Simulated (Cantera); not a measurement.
Transport properties of process gases

Gas mixture: N2 : H2O : N2O = 0.52 : 0.83 : 0.35 (molar parts), at 35.3 Torr, frozen composition.

Cantera's kinetic-theory transport with the Lennard-Jones parameters of GRI-Mech 3.0, ideal gas; thermal conductivity in the multicomponent form. Polar gases are described roughly by these parameters. The composition is frozen, though it would react at the higher temperatures.

```csv
T (K),ρ (kg/m³),cp (J/kg/K),μ (µPa s),λ (mW/m/K),Pr,D (cm²/s) O,D (cm²/s) C2H2,D (cm²/s) CH4
400,0.0373,1305,18.0,34.7,0.676,11.9,5.85,7.83
550,0.0272,1374,23.9,48.9,0.671,20.8,10.5,14.0
700,0.0213,1443,29.4,63.3,0.670,31.6,16.3,21.5
850,0.0176,1510,34.5,77.9,0.670,44.0,22.9,30.2
1000,0.0149,1572,39.4,92.5,0.670,57.9,30.4,40.0
1150,0.0130,1627,44.0,107,0.670,73.3,38.7,50.8
1300,0.0115,1677,48.4,121,0.670,90.0,47.7,62.6
1450,0.0103,1722,52.7,135,0.670,108,57.4,75.2
1600,0.00934,1763,56.7,149,0.670,127,67.9,88.8
```
D: mixture-averaged diffusion coefficient of that species in the mixture.
